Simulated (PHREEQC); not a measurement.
Synthetic water in mg/L, 25 °C, pH 5.78, pe 11.2:

| constituent | mg/L |
|---|---|
| Na | 0.05 |
| K | 0.0252 |
| Ca | 0.0268 |
| Mg | 0.0123 |
| Cl | 0.107 |
| S(6) as SO4 | 0.0216 |
| Alkalinity as HCO3 | 0.103 |
| Ba | 0.00259 |
| Pb | 0.000374 |
| O(0) (dissolved oxygen) | 0.000554 |
| Li | 0.000103 |

Valence states are taken as typed.

The numbers come from PHREEQC with the ion-association model, phreeqc.dat.

This is a speciation only: nothing precipitates in the calculation.

Estimate the ionic strength, charge-balance error.

ionic strength 8.27e-6 mol/kgw; charge-balance error 0.5 %.

In which forms is C present?

CO2 79 %, HCO3- 21 % of the C.

Species that the database lacks are ignored.
